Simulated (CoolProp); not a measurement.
Vapour-liquid equilibrium of CH2F2 (R32) (1) + R143a (2) at 1.17 MPa; x and y are mole fractions of (1).

Model: multi-fluid Helmholtz-energy mixture model, Tillner-Roth 1997 and Lemmon and Jacobsen 2000; pair parameters Bell 2016, in CoolProp.

```json
[
 {"x": "0.05", "bubble temperature, mixture model (K)": "294.1", "bubble temperature, Raoult's law (K)": "294.7", "y, mixture model": "0.071", "y, Raoult's law": "0.066"},
 {"x": "0.125", "bubble temperature, mixture model (K)": "292.5", "bubble temperature, Raoult's law (K)": "293.7", "y, mixture model": "0.169", "y, Raoult's law": "0.160"},
 {"x": "0.2", "bubble temperature, mixture model (K)": "291.1", "bubble temperature, Raoult's law (K)": "292.9", "y, mixture model": "0.259", "y, Raoult's law": "0.250"},
 {"x": "0.275", "bubble temperature, mixture model (K)": "289.8", "bubble temperature, Raoult's law (K)": "292.0", "y, mixture model": "0.341", "y, Raoult's law": "0.336"},
 {"x": "0.35", "bubble temperature, mixture model (K)": "288.8", "bubble temperature, Raoult's law (K)": "291.2", "y, mixture model": "0.417", "y, Raoult's law": "0.418"},
 {"x": "0.425", "bubble temperature, mixture model (K)": "287.9", "bubble temperature, Raoult's law (K)": "290.4", "y, mixture model": "0.488", "y, Raoult's law": "0.496"},
 {"x": "0.5", "bubble temperature, mixture model (K)": "287.1", "bubble temperature, Raoult's law (K)": "289.6", "y, mixture model": "0.556", "y, Raoult's law": "0.571"},
 {"x": "0.575", "bubble temperature, mixture model (K)": "286.4", "bubble temperature, Raoult's law (K)": "288.9", "y, mixture model": "0.621", "y, Raoult's law": "0.643"},
 {"x": "0.65", "bubble temperature, mixture model (K)": "285.9", "bubble temperature, Raoult's law (K)": "288.2", "y, mixture model": "0.685", "y, Raoult's law": "0.712"},
 {"x": "0.725", "bubble temperature, mixture model (K)": "285.5", "bubble temperature, Raoult's law (K)": "287.5", "y, mixture model": "0.748", "y, Raoult's law": "0.778"},
 {"x": "0.8", "bubble temperature, mixture model (K)": "285.2", "bubble temperature, Raoult's law (K)": "286.8", "y, mixture model": "0.812", "y, Raoult's law": "0.842"},
 {"x": "0.875", "bubble temperature, mixture model (K)": "285.0", "bubble temperature, Raoult's law (K)": "286.1", "y, mixture model": "0.879", "y, Raoult's law": "0.903"},
 {"x": "0.95", "bubble temperature, mixture model (K)": "285.0", "bubble temperature, Raoult's law (K)": "285.5", "y, mixture model": "0.950", "y, Raoult's law": "0.962"}
]
```

The largest gap from Raoult's law is -2.5 K in bubble temperature, at x = 0.5. y crosses x between x = 0.875 and 0.95: the model has an azeotrope there.

Pair parameters are fitted to limited data, so mixtures are less certain than the pure fluids.
